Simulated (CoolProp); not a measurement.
Properties of hydrogen sulfide along the isobar 5180 kPa.

Model: reference Helmholtz-energy equation of state, Lemmon 2006, in CoolProp. It is a short technical equation, of lower accuracy than the large ones.

```json
[
 {"T (°C)": "-45.55", "phase": "liquid", "density (kg/m³)": "928.2", "Joule-Thomson coefficient (K/MPa)": "-0.3072"},
 {"T (°C)": "-23.35", "phase": "liquid", "density (kg/m³)": "887.5", "Joule-Thomson coefficient (K/MPa)": "-0.2617"},
 {"T (°C)": "-1.15", "phase": "liquid", "density (kg/m³)": "843.3", "Joule-Thomson coefficient (K/MPa)": "-0.1875"},
 {"T (°C)": "21.05", "phase": "liquid", "density (kg/m³)": "793.7", "Joule-Thomson coefficient (K/MPa)": "-0.06486"},
 {"T (°C)": "43.25", "phase": "liquid", "density (kg/m³)": "735.0", "Joule-Thomson coefficient (K/MPa)": "0.1566"},
 {"T (°C)": "65.55", "phase": "liquid", "density (kg/m³)": "656.0", "Joule-Thomson coefficient (K/MPa)": "0.6705"},
 {"T (°C)": "87.75", "phase": "gas", "density (kg/m³)": "80.72", "Joule-Thomson coefficient (K/MPa)": "11.93"},
 {"T (°C)": "109.95", "phase": "gas", "density (kg/m³)": "69.95", "Joule-Thomson coefficient (K/MPa)": "10.21"},
 {"T (°C)": "132.15", "phase": "gas", "density (kg/m³)": "62.74", "Joule-Thomson coefficient (K/MPa)": "8.885"},
 {"T (°C)": "154.35", "phase": "gas", "density (kg/m³)": "57.34", "Joule-Thomson coefficient (K/MPa)": "7.823"},
 {"T (°C)": "176.55", "phase": "gas", "density (kg/m³)": "53.05", "Joule-Thomson coefficient (K/MPa)": "6.948"},
 {"T (°C)": "198.75", "phase": "gas", "density (kg/m³)": "49.52", "Joule-Thomson coefficient (K/MPa)": "6.214"},
 {"T (°C)": "220.95", "phase": "gas", "density (kg/m³)": "46.53", "Joule-Thomson coefficient (K/MPa)": "5.591"}
]
```
